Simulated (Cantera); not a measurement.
An adiabatic, constant-pressure homogeneous reactor starts with CH4 : C2H6 : O2 : N2 = 1 : 0.07 : 2.64 : 9.93 (molar parts), at 1198 K and 2330 Torr. Integrator tolerance rtol = 1e-08.

Model: GRI-Mech 3.0 (53 species, 325 reactions), integrated in Cantera.

Q: What does this change do: pressure from 2330 Torr to 750 Torr?

A: 
```tsv
quantity	before	after
time of steepest temperature rise	3.54 ms	8.61 ms
temperature at 9.00 s	2612 K	2559 K
equilibrium temperature	2612 K	2559 K
x(CH4) at 9.00 s	<1e-12 (gas-phase equilibrium <1e-12)	<1e-12 (gas-phase equilibrium <1e-12)
x(C2H6) at 9.00 s	<1e-12 (gas-phase equilibrium <1e-12)	<1e-12 (gas-phase equilibrium <1e-12)
x(O2) at 9.00 s	0.0296 (gas-phase equilibrium 0.0296)	0.0316 (gas-phase equilibrium 0.0316)
x(CH2O) at 9.00 s	8.90e-11 (gas-phase equilibrium 8.90e-11)	4.64e-11 (gas-phase equilibrium 4.64e-11)
x(CO) at 9.00 s	0.0146 (gas-phase equilibrium 0.0146)	0.0180 (gas-phase equilibrium 0.0180)
x(HO2) at 9.00 s	7.00e-6 (gas-phase equilibrium 7.00e-6)	4.81e-6 (gas-phase equilibrium 4.81e-6)
```
